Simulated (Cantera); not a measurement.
Cantera run:

```python
import numpy as np
import cantera as ct

gas_names = """
    H HO2 H2 H2O H2O2 O OH O2 O3 Si SiH SiH2 SiH3 SiH4 SiO SiO2 Si2 Si3
""".split()
cond_names = """
    H2O(s) H2O(L) Si(cr) Si(L) SiO2(Lqz) SiO2(hqz) SiO2(L)
""".split()


# ... load() reads the species with a 1 bar reference pressure and builds the phases ...
atoms = {
    'Si': {'Si': 1},
    'H2O': {'H': 2, 'O': 1},
    'H2': {'H': 2},
}
top_T = {}  # K; cautious upper limits of use, not melting points


# ... equilibrate(T, P, feed) seeds the gas with the atoms and calls Mixture.equilibrate('TP', solver="vcs", rtol=1e-11, max_steps=5000) ...
results = []
feed = {'Si': 1, 'H2O': 0.15, 'H2': 220}  # mol
T = 1800  # K
P = 1333.22  # Pa
mix = equilibrate(T, P, feed)
results.append((T, P, feed, dict(zip(mix.species_names, mix.species_moles))))
x = sorted(zip(gas.X, gas.species_names), reverse=True)
print(f"T = {T:g} K  P = {P:g} Pa  gas = {mix.phase_moles(0):.4g} mol")
print("   x: " + "  ".join(f"{s} {v:.3e}" for v, s in x if v > 0.001))
print("   condensed (mol): " + ("  ".join(f"{mix.phase(i).name} {mix.phase_moles(i):.4g}"
      for i in range(1, mix.n_phases) if mix.phase_moles(i) > 1e-12) or "none"))
```

It prints:

```
T = 1800 K  P = 1333.22 Pa  gas = 220.7 mol
   x: H2 9.959e-01  H 3.095e-03
   condensed (mol): Si(L) 0.7831
```

Equilibrium computed with Cantera from the NASA thermochemical tables; the gas is ideal and each condensed phase is pure. Gases not in the tables: Si2H6 and higher silanes.
